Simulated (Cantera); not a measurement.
Input (Python, Cantera):

```python
import numpy as np
import cantera as ct

gas = ct.Solution("h2o2.yaml")


def delay(T, t_max=10):
    gas.TPX = T, 1000000, {'H2': 1, 'O2': 0.5, 'N2': 1.88}
    reactor = ct.IdealGasConstPressureReactor(gas, clone=False)
    net = ct.ReactorNet([reactor])
    net.rtol, net.atol = 1e-8, 1e-16
    while net.time < t_max:
        t_old, T_old = net.time, reactor.T
        net.step()
        if reactor.T > T + 400:  # ignition: a rise of 400 K
            return t_old + (T + 400 - T_old) / (reactor.T - T_old) * (net.time - t_old)
    return np.nan


taus = []
for T in [1075, 1150, 1225, 1300, 1375, 1450, 1525, 1600, 1675]:
    taus.append(delay(T))
    print(f"T0 = {T:6g} K   tau = {taus[-1]:.4e} s")
```

Result:

```
T0 =   1075 K   tau = 1.5592e-03 s
T0 =   1150 K   tau = 2.6374e-04 s
T0 =   1225 K   tau = 2.5215e-05 s
T0 =   1300 K   tau = 5.0485e-06 s
T0 =   1375 K   tau = 2.7031e-06 s
T0 =   1450 K   tau = 1.8101e-06 s
T0 =   1525 K   tau = 1.3399e-06 s
T0 =   1600 K   tau = 1.0535e-06 s
T0 =   1675 K   tau = 8.6459e-07 s
```

Cantera simulation using the H2/O2 subset of GRI-Mech 3.0, which has no nitrogen chemistry; the numbers are that mechanism's predictions, not measurements. The hydrogen kinetics of GRI-Mech 3.0 are dated; newer H2 mechanisms differ, most at raised pressure. Where the delays flatten at high temperature, the 400 K rule measures the pace of heat release, not the induction time.
